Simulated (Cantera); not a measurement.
## Low-pressure radical oxidation in H2/O2

An isothermal, constant-pressure homogeneous reactor starts with H2 : O2 = 3 : 1 (molar parts), equivalence ratio 1.5, at 1075 K and 0.00355 atm.

Computed with Cantera and GRI-Mech 3.0 (53 species, 325 reactions). Radical loss at walls, strong at low pressure, is not modelled. The temperature is held fixed by assumption; the heat of reaction is taken as removed at once.

```
t (s)      x H2      x O2      x OH     x HO2    x H2O2
--------  -----  --------  --------  --------  --------
0.000200  0.750     0.250  1.60e-11  6.61e-10    <1e-12
0.000511  0.750     0.250  6.18e-11   1.69e-9  2.11e-12
0.00130   0.750     0.250  3.33e-10   4.31e-9  1.37e-11
0.00333   0.750     0.250   7.17e-9   1.13e-8  9.00e-11
0.00850   0.749     0.250   1.17e-5   4.21e-7   2.23e-9
0.0217    0.135    0.0278   0.00481   3.35e-7   2.01e-8
0.0554    0.150    0.0183   0.00414   2.42e-7   1.88e-8
0.141     0.190   0.00591   0.00264   8.85e-8   1.23e-8
0.361     0.256  0.000743   0.00109   1.21e-8   4.56e-9
0.922     0.301   8.23e-5  0.000395   1.41e-9   1.52e-9
2.35      0.321   1.05e-5  0.000145  1.87e-10  5.44e-10
6.01      0.329   1.47e-6   5.51e-5  2.79e-11  2.02e-10
15.3      0.331   2.16e-7   2.12e-5  4.74e-12  7.60e-11
39.2      0.333   3.26e-8   8.24e-6    <1e-12  2.82e-11
100       0.333   4.98e-9   3.22e-6    <1e-12  9.84e-12
```
x: mole fraction; the columns are a selection and need not sum to one.

Equilibrium at this temperature and pressure: H2 0.333, O2 <1e-12, OH 1.08e-9, HO2 <1e-12, H2O2 <1e-12 (gas phase only).
